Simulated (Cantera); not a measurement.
Hydrocarbon pyrolysis for carbon deposition

A perfectly stirred reactor is fed with 1.23 % C₂H₆, 98.8 % N₂, at 1.00 bar; it is held at 1873 K, and followed from long to short residence time.

Detailed kinetics in Cantera: GRI-Mech 3.0 (53 species, 325 reactions). GRI-Mech 3.0 stops at C3 and has no aromatics, soot or wall deposition, so with more carbon than oxygen in the feed, carbon stays in small species such as C2H2 where larger ones or solid carbon would form.

```csv
τ (s),x C₂H₆,x H₂,x H,x CH₂,x C₂H₂
6.0,3.60e-8,0.0238,0.000103,7.27e-8,0.0115
2.1,1.02e-7,0.0236,0.000105,1.25e-7,0.0116
0.76,2.80e-7,0.0233,0.000108,2.12e-7,0.0116
0.27,7.71e-7,0.0230,0.000113,3.67e-7,0.0116
0.097,2.07e-6,0.0224,0.000123,6.40e-7,0.0114
0.035,5.44e-6,0.0218,0.000140,1.14e-6,0.0112
0.012,1.46e-5,0.0211,0.000170,2.12e-6,0.0109
0.0044,3.57e-5,0.0203,0.000211,3.78e-6,0.0106
0.0016,8.69e-5,0.0193,0.000265,6.60e-6,0.0101
```
x: mole fraction; the columns are a selection and need not sum to one.
